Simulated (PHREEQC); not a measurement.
0.036 g of hydrous ferric oxide (600 m²/g; 0.2 weak and 0.005 strong sites per Fe, Dzombak-Morel constants, diffuse double layer) in 1 kg of water with 0.3 mol/kgw of an inert sodium salt and 2.6e-07 mol NiCl2, at 25 °C; the pH is set by adding NaOH or the inert anion's acid. Oxygen alone is held at its pressure in air (log pO2 = -0.68). CO2 from the air is kept out. Nothing may precipitate in this run.

The series has 17 steps of pH, from 4 to 10.

Computed with PHREEQC (ion-association model, wateq4f.dat).

Q: Near which pH is half of the Ni sorbed, and on which side is more sorbed?

A: Near pH 6.9, with more sorbed at higher pH.

Complexes and solids missing from the database can't appear.
